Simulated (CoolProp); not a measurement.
Vapour-liquid equilibrium of n-hexane (1) + dimethyl carbonate (2) at 377.9 K; x and y are mole fractions of (1).

Computed with CoolProp (multi-fluid Helmholtz-energy mixture model, Thol 2019 and Zhou 2011; pair parameters Bell 2016).

| x | bubble pressure, mixture model (bar) | bubble pressure, Raoult's law (bar) | y, mixture model | y, Raoult's law |
|---|---|---|---|---|
| 0.05 | 1.960 | 1.641 | 0.223 | 0.085 |
| 0.125 | 2.347 | 1.731 | 0.384 | 0.201 |
| 0.2 | 2.591 | 1.821 | 0.469 | 0.305 |
| 0.275 | 2.749 | 1.911 | 0.522 | 0.400 |
| 0.35 | 2.856 | 2.000 | 0.560 | 0.486 |
| 0.425 | 2.932 | 2.090 | 0.591 | 0.565 |
| 0.5 | 2.987 | 2.180 | 0.620 | 0.637 |
| 0.575 | 3.027 | 2.270 | 0.649 | 0.704 |
| 0.65 | 3.052 | 2.359 | 0.681 | 0.765 |
| 0.725 | 3.059 | 2.449 | 0.720 | 0.822 |
| 0.8 | 3.042 | 2.539 | 0.769 | 0.875 |
| 0.875 | 2.990 | 2.629 | 0.833 | 0.925 |
| 0.95 | 2.886 | 2.718 | 0.921 | 0.971 |

The largest gap from Raoult's law is +43.9 % in bubble pressure, at x = 0.275. y crosses x between x = 0.65 and 0.725: the model has an azeotrope there.

The pair parameters rest on a limited set of measurements; away from them the model extrapolates.
